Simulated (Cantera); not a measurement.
**Moist CO burnout**

An isothermal, constant-pressure homogeneous reactor starts with 2.02 % CO, 1.16 % O₂, 0.424 % H₂O, 96.4 % N₂, equivalence ratio 0.88, at 1175 K and 10.0 bar.

Computed with Cantera and GRI-Mech 3.0 (53 species, 325 reactions).

```tsv
t (s)	x CO	x O₂	x H₂O	x CO₂	x OH	x H₂
9.00e-5	0.0202	0.0116	0.00424	1.49e-8	1.97e-10	4.15e-11
0.000490	0.0202	0.0116	0.00424	4.28e-7	2.24e-9	2.13e-9
0.00267	0.0200	0.0114	0.00423	0.000242	3.51e-7	3.85e-6
0.0146	0.0164	0.00965	0.00421	0.00390	4.55e-7	3.93e-5
0.0794	0.00596	0.00445	0.00424	0.0144	3.91e-7	3.25e-5
0.433	0.000280	0.00160	0.00428	0.0202	2.03e-7	3.64e-6
2.36	1.16e-7	0.00146	0.00428	0.0204	1.71e-7	2.62e-9
12.8	1.63e-9	0.00146	0.00428	0.0204	7.14e-8	2.67e-10
70.0	1.63e-9	0.00146	0.00428	0.0204	7.13e-8	2.67e-10
```
x: mole fraction; the columns are a selection and need not sum to one.

Equilibrium at this temperature and pressure: CO 1.63e-9, O₂ 0.00145, H₂O 0.00428, CO₂ 0.0204, OH 7.13e-8, H₂ 2.67e-10 (gas phase only).
